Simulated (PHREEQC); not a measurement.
## Reverse-osmosis permeate: an equilibrium model

Model water analysis in mmol/kgw, 25 °C, pH 6.37, pe 10.8: Na 0.0153; K 0.00472; Ca 0.0415; Mg 0.0216; Cl 0.0321; S(6) 0.00816; Alkalinity (meq/kgw) 0.0972; Cu(2) 0.000589; F 0.0019.

Valence states are taken as typed.

Computed with PHREEQC (ion-association model, phreeqc.dat).

| Quantity | Value |
|---|---|
| ionic strength | 0.000219 mol/kgw |
| charge-balance error | 0.0 % |

```json
[
 {"species": "HCO3-", "molality": "9.73e-5", "activity": "9.57e-5", "log γ": "-0.007"},
 {"species": "CO2", "molality": "9.18e-5", "activity": "9.18e-5", "log γ": "0.000"},
 {"species": "Ca+2", "molality": "4.14e-5", "activity": "3.87e-5", "log γ": "-0.029"},
 {"species": "Cl-", "molality": "3.21e-5", "activity": "3.16e-5", "log γ": "-0.007"},
 {"species": "Mg+2", "molality": "2.15e-5", "activity": "2.01e-5", "log γ": "-0.029"},
 {"species": "Na+", "molality": "1.53e-5", "activity": "1.50e-5", "log γ": "-0.007"},
 {"species": "SO4-2", "molality": "8.07e-6", "activity": "7.54e-6", "log γ": "-0.029"},
 {"species": "K+", "molality": "4.72e-6", "activity": "4.64e-6", "log γ": "-0.007"},
 {"species": "F-", "molality": "1.90e-6", "activity": "1.86e-6", "log γ": "-0.007"},
 {"species": "Cu+2", "molality": "4.79e-7", "activity": "4.48e-7", "log γ": "-0.029"},
 {"species": "H+", "molality": "4.34e-7", "activity": "4.27e-7", "log γ": "-0.007"},
 {"species": "CaSO4", "molality": "5.19e-8", "activity": "5.19e-8", "log γ": "0.000"},
 {"species": "Cu(OH)2", "molality": "5.14e-8", "activity": "5.14e-8", "log γ": "0.000"},
 {"species": "CaHCO3+", "molality": "4.80e-8", "activity": "4.72e-8", "log γ": "-0.007"}
]
```

No solid was allowed to form.
